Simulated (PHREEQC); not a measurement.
Solution (55 °C): 0.079 mol TMAH, 8.2e-05 mol Na2SiO3 and 0.12 mol K3PO4 per kg of water. Closed to the air; pH follows from the charge balance.

Computed with PHREEQC (ion-association model, wateq4f.dat).

No solid was allowed to form.

Problem. Predict the pH.

Solution. pH 11.91.

Problem. In which forms is P present?

Solution. PO4-3 84 %, HPO4-2 14 %, KHPO4- 1.6 % of the P.

The ionic strength is past about 0.7 mol/kgw, beyond the range of this activity model, so the values are rough. Complexes and solids missing from the database can't appear. (CH3)4N+ isn't in the database: it is added as a free cation with an ion size of 4 Å. H3PO4, which wateq4f.dat lacks, is added to it with the constant of phreeqc.dat. Away from 25 °C the constants follow the database's enthalpies or fits; those with neither stay at their 25 °C values.
